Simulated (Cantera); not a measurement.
Input: 1 mol SiHCl3, 18 mol N2, equilibrated at 0.110 bar.

Cantera equilibrium calculation (NASA polynomials, part measured and part estimated; ideal gas, pure solids and liquids). Candidate condensed phases: NH4Cl, Si, Si3N4; 28 gas species. N2 is the only nitrogen source here; it is nearly inert below about 1500 K, so the nitride shown seldom forms there in practice. Kinetics and transport are ignored.

Which condensed phases are stable at each of these points (T (K)): 1075, 1150, 1225, 1300, 1375, 1450, 1525, 1600, 1675, 1750, 1825, 1900, 1975?


```json
[
 {"T (K)": "1075", "condensed phases": "Si3N4(s)", "Si condensed (%)": "46.1"},
 {"T (K)": "1150", "condensed phases": "Si3N4(s)", "Si condensed (%)": "46.3"},
 {"T (K)": "1225", "condensed phases": "Si3N4(s)", "Si condensed (%)": "46.3"},
 {"T (K)": "1300", "condensed phases": "Si3N4(s)", "Si condensed (%)": "45.7"},
 {"T (K)": "1375", "condensed phases": "Si3N4(s)", "Si condensed (%)": "43.5"},
 {"T (K)": "1450", "condensed phases": "Si3N4(s)", "Si condensed (%)": "38.1"},
 {"T (K)": "1525", "condensed phases": "Si3N4(s)", "Si condensed (%)": "27.3"},
 {"T (K)": "1600", "condensed phases": "Si3N4(s)", "Si condensed (%)": "12.3"},
 {"T (K)": "1675", "condensed phases": "gas only", "Si condensed (%)": "0.0"},
 {"T (K)": "1750", "condensed phases": "gas only", "Si condensed (%)": "0.0"},
 {"T (K)": "1825", "condensed phases": "gas only", "Si condensed (%)": "0.0"},
 {"T (K)": "1900", "condensed phases": "gas only", "Si condensed (%)": "0.0"},
 {"T (K)": "1975", "condensed phases": "gas only", "Si condensed (%)": "0.0"}
]
```

From 1075 K to 1600 K the condensed part is Si3N4(s). From 1675 K to 1975 K nothing is condensed.
